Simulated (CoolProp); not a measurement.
Properties of R365MFC at several states (Tc = 186.9 °C, pc = 3.266 MPa, ω = 0.377).

Values from CoolProp's reference Helmholtz-energy equation of state, Lemmon 2016.

```json
[
 {"T (°C)": "140.05", "p (MPa)": "0.0216", "phase": "gas", "cp (kJ/(kg K))": "1.187", "isothermal compressibility (1/MPa)": "46.45"},
 {"T (°C)": "130.25", "p (MPa)": "4.53", "phase": "liquid", "cp (kJ/(kg K))": "1.629", "isothermal compressibility (1/MPa)": "0.008632"},
 {"T (°C)": "-23.15", "p (MPa)": "0.744", "phase": "liquid", "cp (kJ/(kg K))": "1.293", "isothermal compressibility (1/MPa)": "0.001169"},
 {"T (°C)": "100.95", "p (MPa)": "10.5", "phase": "liquid", "cp (kJ/(kg K))": "1.499", "isothermal compressibility (1/MPa)": "0.003768"}
]
```
